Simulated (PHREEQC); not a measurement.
Solution (20 °C): 0.015 mol/kgw CdCl2, 4.9e-05 mol/kgw H2SO4 and 7.2e-05 mol/kgw Na2SO4. Closed to the air; pH follows from the charge balance.

Model: ion-association model, phreeqc.dat, run in PHREEQC.

- pH: 4.07
- ionic strength: 0.0288 mol/kgw
- total alkalinity: -0.0980 meq/kg

```tsv
species	molality	activity	log γ
Cl-	0.0216	0.0183	-0.071
CdCl+	0.00747	0.00638	-0.069
Cd+2	0.00700	0.00371	-0.276
CdCl2	0.000474	0.000478	0.003
Na+	0.000144	0.000123	-0.068
H+	9.77e-5	8.56e-5	-0.057
SO4-2	7.76e-5	4.17e-5	-0.270
CdSO4	4.29e-5	4.32e-5	0.003
CdCl3-	5.99e-6	5.11e-6	-0.069
HSO4-	3.65e-7	3.12e-7	-0.069
Cd(SO4)2-2	3.85e-8	2.04e-8	-0.276
NaSO4-	2.90e-8	2.49e-8	-0.066
CdOHCl	2.74e-8	2.76e-8	0.003
```

Precipitation was switched off in this run.
